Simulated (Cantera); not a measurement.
# Ignition delay

Mixture: CH4 : H2 : O2 : N2 = 2.2 : 0.39 : 2.19 : 8.25 (molar parts), equivalence ratio 2.1, at 0.590 bar, adiabatic and at constant volume. Ignition delay is the time to a rise of 400 K.

Cantera simulation using GRI-Mech 3.0 (53 species, 325 reactions); the numbers are that mechanism's predictions, not measurements.

```csv
T0 (K),delay (ms)
1125,48.6
1200,20.8
1275,9.14
1350,4.17
1425,2.01
1500,1.04
1575,0.575
1650,0.339
1725,0.211
1800,0.137
```

The apparent activation energy between 1650 and 1800 K comes out as 150 kJ/mol.
